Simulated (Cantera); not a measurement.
Thermodynamics of boron, boron nitride and boron oxide, feed B₂O₃ + H₂O

Feed: 1 mol B₂O₃, a varied amount of H₂O, at 54.0 Pa.

Method: chemical equilibrium by Gibbs-energy minimisation in Cantera with the NASA 1993 tables (ideal gas, pure condensed phases). Candidate condensed phases: B, B₂O₃, B₃O₃H₃, H₂O; 23 gas species. Equilibrium is a limit: real reactors are often held back by kinetics, nucleation or transport.

Map the stable condensed phases over T = 1198, 1223, 1248, 1273, 1298, 1323, 1348, 1373, 1398, 1423, 1448, 1473, 1498 K and n(H₂O) in mol = 2.3, 2.8, 3.3, 3.9, 4.6, 5.5, 6.6, 7.8, 9.2, 11, 13.


```
T in K \ n(H₂O) in mol
         2.3 2.8 3.3 3.9 4.6 5.5 6.6 7.8 9.2  11  13
   1498    A   A   A   A   A   A   A   A   A   A   A
   1473    B   A   A   A   A   A   A   A   A   A   A
   1448    B   B   A   A   A   A   A   A   A   A   A
   1423    B   B   B   B   A   A   A   A   A   A   A
   1398    B   B   B   B   B   A   A   A   A   A   A
   1373    B   B   B   B   B   B   A   A   A   A   A
   1348    B   B   B   B   B   B   B   B   A   A   A
   1323    B   B   B   B   B   B   B   B   B   B   A
   1298    B   B   B   B   B   B   B   B   B   B   B
   1273    B   B   B   B   B   B   B   B   B   B   B
   1248    B   B   B   B   B   B   B   B   B   B   B
   1223    B   B   B   B   B   B   B   B   B   B   B
   1198    B   B   B   B   B   B   B   B   B   B   B
```
A: gas only; B: B₂O₃.
